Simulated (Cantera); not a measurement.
An isothermal, constant-pressure homogeneous reactor starts with 93.0 % N2O, 0.0353 % H2, 6.95 % N2, at 1375 K and 0.0148 atm.

Cantera simulation using GRI-Mech 3.0 (53 species, 325 reactions); the numbers are that mechanism's predictions, not measurements. GRI-Mech 3.0 was tuned for natural gas; its chemistry of N2O as a main component is partial and can be far from experiment. Radical loss at walls, strong at low pressure, is not modelled. The mechanism lacks the step 2 NO + O2 → 2 NO2, which can matter for NO2 below about 1400 K. The temperature is held fixed by assumption; the heat of reaction is taken as removed at once.

x: mole fraction; the columns are a selection and need not sum to one.

```tsv
t (s)	x N2O	x H2	x NO2	x HO2	x O	x NO	x N2
2.00e-6	0.930	0.000353	<1e-12	<1e-12	1.54e-7	2.30e-10	0.0695
5.52e-6	0.930	0.000353	<1e-12	<1e-12	4.22e-7	1.74e-9	0.0695
1.53e-5	0.930	0.000353	<1e-12	<1e-12	1.14e-6	1.30e-8	0.0695
4.21e-5	0.930	0.000353	<1e-12	7.34e-12	(withheld)	(withheld)	0.0695
0.000116	0.930	0.000353	<1e-12	1.71e-10	7.16e-6	6.66e-7	0.0695
0.000321	0.930	0.000353	<1e-12	3.34e-9	1.39e-5	4.00e-6	0.0695
0.000887	0.930	0.000352	5.97e-11	4.77e-8	1.85e-5	1.83e-5	0.0696
0.00245	0.930	0.000350	5.46e-9	4.58e-7	1.90e-5	6.21e-5	0.0698
0.00676	0.929	0.000341	3.04e-7	2.77e-6	1.89e-5	0.000183	0.0704
0.0187	0.926	0.000304	7.40e-6	6.61e-6	1.89e-5	0.000508	0.0720
0.0516	0.918	0.000196	5.16e-5	4.74e-6	1.88e-5	0.00137	0.0766
0.142	0.898	6.15e-5	0.000130	1.73e-6	1.88e-5	0.00374	0.0887
0.393	0.846	(withheld)	0.000120	(withheld)	1.89e-5	(withheld)	(withheld)
1.09	0.721	3.35e-8	8.46e-5	1.15e-7	1.89e-5	0.0257	0.195
3.00	0.477	4.58e-9	6.42e-5	3.55e-8	1.88e-5	0.0557	0.340
```

**Question.** Fill in the missing entries.

**Answer.** 
- 4.21e-5, x O: 2.99e-6
- 4.21e-5, x NO: 9.60e-8
- 0.393, x H2: 5.76e-6
- 0.393, x HO2: 3.93e-7
- 0.393, x NO: 0.0102
- 0.393, x N2: 0.120
